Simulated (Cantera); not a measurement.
Charge: 1 mol NaCl, 0.18 mol HCl, 1 mol N2, held at 11.0 Pa.

Equilibrium computed with Cantera from the NASA thermochemical tables; the gas is ideal and each condensed phase is pure. Candidate condensed phases: NH4Cl, Na, NaCl; 17 gas species. Rates play no part.

Which condensed phases are stable at each of these points (T (K)): 700, 850, 1000, 1150, 1300, 1450, 1600, 1750, 1900, 2050?


| T (K) | condensed phases | Na condensed (%) |
|---|---|---|
| 700 | NaCl(s) | 100.0 |
| 850 | NaCl(s) | 99.0 |
| 1000 | gas only | 0.0 |
| 1150 | gas only | 0.0 |
| 1300 | gas only | 0.0 |
| 1450 | gas only | 0.0 |
| 1600 | gas only | 0.0 |
| 1750 | gas only | 0.0 |
| 1900 | gas only | 0.0 |
| 2050 | gas only | 0.0 |

From 700 K to 850 K the condensed part is NaCl(s). From 1000 K to 2050 K nothing is condensed.
